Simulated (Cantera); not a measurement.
What does this Cantera script print?

```python
import numpy as np
import cantera as ct

gas_names = """
    H H2 N NH NH2 NH3 N2 N2H2 N2H4 Pb Pb2
""".split()
cond_names = """
    Pb(cr) Pb(L)
""".split()


# ... load() reads the species with a 1 bar reference pressure and builds the phases ...
atoms = {
    'Pb': {'Pb': 1},
    'H2': {'H': 2},
    'N2': {'N': 2},
}
top_T = {}  # K; cautious upper limits of use, not melting points


# ... equilibrate(T, P, feed) seeds the gas with the atoms and calls Mixture.equilibrate('TP', solver="vcs", rtol=1e-11, max_steps=5000) ...
results = []
T = 1473.15  # K
P = 14  # Pa
for m in [0.12, 0.18, 0.27, 0.41, 0.61, 0.91, 1.4, 2, 3.1, 4.6, 6.9]:
    feed = {'Pb': 1, 'H2': m, 'N2': 0.16}  # mol
    mix = equilibrate(T, P, feed)
    results.append((T, P, feed, dict(zip(mix.species_names, mix.species_moles))))

top = {s: max(r[3][s] / sum(r[3][g] for g in gas_names) for r in results) for s in gas_names}
cols = sorted((s for s in top if top[s] > 0.0001), key=lambda s: -top[s])[:6]
seen = [c for c in cond_names if any(r[3].get(c, 0) > 1e-12 for r in results)]
print("log10 of partial pressures in bar; condensed amounts in mol")
print(f"{'n(H2)':>10s}" + "".join(f"{s[:9]:>10s}" for s in cols + seen))
for T, P, feed, n in results:
    ng = sum(n[g] for g in gas_names)
    print(f"{feed['H2']:10.4g}" + "".join(f"{np.log10(max(n[s] / ng * P / 1e5, 1e-99)):10.3f}" for s in cols)
          + "".join(f"{n.get(c, 0):10.4g}" for c in seen))
```

Result:

```
log10 of partial pressures in bar; condensed amounts in mol
     n(H2)        H2        Pb        N2         H
      0.12    -4.883    -3.961    -4.757    -7.338
      0.18    -4.726    -3.981    -4.777    -7.260
      0.27    -4.578    -4.009    -4.805    -7.186
      0.41    -4.438    -4.050    -4.846    -7.116
      0.61    -4.317    -4.102    -4.898    -7.056
      0.91    -4.211    -4.170    -4.966    -7.003
       1.4    -4.116    -4.262    -5.058    -6.955
         2    -4.053    -4.354    -5.150    -6.924
       3.1    -3.992    -4.483    -5.279    -6.893
       4.6    -3.952    -4.615    -5.410    -6.873
       6.9    -3.922    -4.760    -5.556    -6.858
```

Cantera equilibrium calculation (NASA polynomials, part measured and part estimated; ideal gas, pure solids and liquids).
